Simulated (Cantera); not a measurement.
Gas-phase reforming

An isothermal, constant-pressure homogeneous reactor starts with CH₄ : H₂O = 1 : 1.9 (molar parts), at 2023 K and 5.30 bar.

Cantera simulation using GRI-Mech 3.0 (53 species, 325 reactions); the numbers are that mechanism's predictions, not measurements.

```
t (s)        x CH₄  x H₂O    x C₂H₄     x O₂     x HO₂   x CH₂CO    x C₂H
--------  --------  -----  --------  -------  --------  --------  -------
2.00e-5      0.197  0.588    0.0157  4.20e-8  1.35e-10   7.74e-5  1.17e-6
5.97e-5      0.115  0.533   0.00441  3.43e-8  9.67e-11  0.000155  2.18e-6
0.000178    0.0577  0.485   0.00177  1.92e-8  7.38e-11  0.000167  2.56e-6
0.000532    0.0302  0.429   0.00130  1.27e-8  5.48e-11  0.000137  2.35e-6
0.00159     0.0213  0.350  0.000996  7.44e-9  3.06e-11   7.76e-5  1.55e-6
0.00475     0.0142  0.262  0.000540  3.91e-9  1.42e-11   2.84e-5  6.89e-7
0.0142     0.00642  0.197  0.000136  2.24e-9  7.19e-12   5.52e-6  1.52e-7
0.0423    0.000864  0.174   3.38e-6  1.74e-9  5.38e-12   2.11e-7  3.61e-9
0.126      8.68e-7  0.172  1.01e-11  1.71e-9  5.31e-12  1.12e-10   <1e-12
0.377      2.80e-7  0.172  1.43e-12  1.71e-9  5.31e-12  3.63e-11   <1e-12
1.13       2.80e-7  0.172  1.43e-12  1.71e-9  5.31e-12  3.63e-11   <1e-12
3.36       2.80e-7  0.172  1.43e-12  1.71e-9  5.31e-12  3.63e-11   <1e-12
10.0       2.80e-7  0.172  1.43e-12  1.71e-9  5.31e-12  3.63e-11   <1e-12
30.0       2.80e-7  0.172  1.43e-12  1.71e-9  5.31e-12  3.63e-11   <1e-12
```
x: mole fraction; the columns are a selection and need not sum to one.

Equilibrium at this temperature and pressure: CH₄ 3.20e-7, H₂O 0.172, C₂H₄ 1.66e-12, O₂ 1.71e-9, HO₂ 5.31e-12, CH₂CO 4.15e-11, C₂H <1e-12 (gas phase only).
